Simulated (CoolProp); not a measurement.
CHF3 (R23) along the isobar 63 bar: Z from the reference equation and from simpler models built on Tc = 26.1 °C, pc = 48.32 bar, ω = 0.263; each cubic takes its own stable root.

Values from CoolProp's reference Helmholtz-energy equation of state, Penoncello 2003.

```csv
T (°C),phase,reference,van der Waals,Soave-Redlich-Kwong
18.35,liquid,0.1920,0.3077,0.2417
25.05,liquid,0.2041,0.3175,0.2622
31.65,supercritical,0.2300,0.3327,0.2999
38.35,supercritical,0.3242,0.3592,0.3898
44.95,supercritical,0.4547,0.4096,0.4998
51.65,supercritical,0.5360,0.4865,0.5740
58.35,supercritical,0.5929,0.5501,0.6275
64.95,supercritical,0.6362,0.5963,0.6690
71.65,supercritical,0.6721,0.6331,0.7036
78.35,supercritical,0.7024,0.6634,0.7330
84.95,supercritical,0.7280,0.6886,0.7580
91.65,supercritical,0.7508,0.7108,0.7802
98.35,supercritical,0.7709,0.7304,0.7999
104.95,supercritical,0.7886,0.7475,0.8173
```
